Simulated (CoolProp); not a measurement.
Cyclopropane along the isobar 23.5 MPa: density (kg/m³) from the reference equation and from simpler models built on Tc = 398.7 K, pc = 5.605 MPa, ω = 0.131; each cubic takes its own stable root.

The numbers come from the reference Helmholtz-energy equation of state, Polt 1992 in CoolProp. This equation is an older, rougher fit; its heat capacities, sound speeds and derivatives of the liquid may be far off and weren't checked against measurements.

```tsv
T (K)	phase	reference	van der Waals	Redlich-Kwong	Soave-Redlich-Kwong
293.4	liquid	664.3	442.2	616.4	622.4
307.5	liquid	647.4	434.7	600.6	606.6
321.6	liquid	630.0	427.1	584.2	590.1
335.7	liquid	612.2	419.4	567.3	572.8
349.8	liquid	___	411.4	549.9	554.6
363.9	liquid	574.9	403.3	532.0	535.7
378	liquid	555.3	395.0	513.6	516.0
392.1	liquid	535.1	___	494.7	495.6
406.2	supercritical	514.1	377.8	475.5	474.4
420.3	supercritical	492.4	___	___	452.7
434.4	supercritical	470.0	359.9	436.2	430.5
448.5	supercritical	447.1	350.7	416.3	408.1
```

Task: Complete the blanks.

Result: 
- 349.8, reference: 593.8
- 392.1, van der Waals: 386.5
- 420.3, van der Waals: 368.9
- 420.3, Redlich-Kwong: 455.9
